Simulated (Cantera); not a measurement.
Input (Python, Cantera) and output of one run.

```python
import numpy as np
import cantera as ct

gas_names = """
    H HNO HNO2 HNO3 HO2 H2 H2O H2O2 N NH NH2 NH3 NH2OH NO NO2 NO3 N2 N2H2 N2H4 N2O O OH O2 O3 V VN VO
    VO2
""".split()
cond_names = """
    H2O(s) H2O(L) V(cr) V(L) VN(s) VO(s) VO(L) V2O3(s) V2O3(L) V2O4(I) V2O4(II) V2O4(L) V2O5(s) V2O5(L)
""".split()


def load(file, names, dense=False):
    # The tables refer to 1 bar. Condensed volumes are neglected.
    table = {s.name: s for s in ct.Species.list_from_file(file)}
    out = []
    for n in names:
        d = dict(table[n].input_data)
        d["thermo"] = dict(d["thermo"], **{"reference-pressure": 1e5})
        if dense:
            d["equation-of-state"] = {"model": "constant-volume", "density": "1e6 g/cm^3"}
        out.append(ct.Species.from_dict(d))
    return out


gas = ct.Solution(thermo="ideal-gas", species=load("nasa_gas.yaml", gas_names))
cond = {s.name: ct.Solution(thermo="fixed-stoichiometry", species=[s], name=s.name)
        for s in load("nasa_condensed.yaml", cond_names, dense=True)}
atoms = {
    'V2O5': {'V': 2, 'O': 5},
    'H2': {'H': 2},
    'N2': {'N': 2},
}
top_T = {'VN(s)': 2300}  # K; cautious upper limits of use, not melting points


def equilibrate(T, P, feed):
    n = {}
    for name, mol in feed.items():
        for a, k in atoms[name].items():
            n[a] = n.get(a, 0.0) + k * mol
    gas.TPX = T, P, n
    mass = sum(n.values()) * gas.mean_molecular_weight
    gas.equilibrate("TP")
    valid = [c for c in cond.values() if c.min_temp <= T <= top_T.get(c.name, c.max_temp)]
    mix = ct.Mixture([(gas, mass / gas.mean_molecular_weight)] + [(c, 0.0) for c in valid])
    mix.T, mix.P = T, P
    mix.equilibrate("TP", solver="vcs", rtol=1e-11, max_steps=5000)
    return mix


results = []
feed = {'V2O5': 1, 'H2': 1, 'N2': 12}  # mol
T = 1798.15  # K
P = 7200  # Pa
mix = equilibrate(T, P, feed)
results.append((T, P, feed, dict(zip(mix.species_names, mix.species_moles))))
print(gas.report(threshold=0.0001))
for i in range(1, mix.n_phases):
    print(f"{mix.phase(i).name:16s} {mix.phase_moles(i):12.5e} mol")
```

It prints:

```
       temperature   1798.2 K
          pressure   7200 Pa
           density   0.013128 kg/m^3
  mean mol. weight   27.26 kg/kmol
   phase of matter   gas

                          1 kg             1 kmol
                     ---------------   ---------------
          enthalpy        1.1552e+06         3.149e+07  J
   internal energy        6.0674e+05         1.654e+07  J
           entropy             10028        2.7337e+05  J/K
    Gibbs function       -1.6877e+07       -4.6007e+08  J
 heat capacity c_p            1346.3             36700  J/K
 heat capacity c_v            1041.3             28386  J/K

                      mass frac. Y      mole frac. X     chem. pot. / RT
                     ---------------   ---------------   ---------------
                H2        5.3831e-05        0.00072789           -29.003
               H2O          0.050203          0.075967           -48.397
                NO        0.00022096        0.00020074           -34.044
                N2           0.94741           0.92191             -29.3
                OH        0.00015176        0.00024325           -33.896
                O2        0.00049772        0.00042403           -38.788
               VO2         0.0014562        0.00047861           -63.657
     [  +21 minor]        6.7428e-06        4.4647e-05

V(cr)             0.00000e+00 mol
VN(s)             0.00000e+00 mol
VO(s)             0.00000e+00 mol
V2O3(s)           5.64840e-03 mol
V2O4(II)          9.91237e-01 mol
V2O5(L)           0.00000e+00 mol
```

These are equilibrium values from Cantera (NASA tables, ideal gas, pure condensed phases), not measurements of a reactor. Mutual solubility and eutectic melting of coexisting phases are not modelled. Condensed phases not in the tables: the oxides between V2O3 and V2O5 other than VO2.
